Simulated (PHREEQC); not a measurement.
# Brine

Consider water at 20 °C with 2.5 mol/kgw CaCl2, 1.32 mol/kgw KCl and 0.6 mol/kgw NaCl. Closed to the air; pH follows from the charge balance.

Model: Pitzer model, pitzer.dat, run in PHREEQC.

This is a speciation only: nothing precipitates in the calculation.

Problem. Estimate the activity of water, density.

Solution. activity of water 0.727; density 1.250 g/cm³.
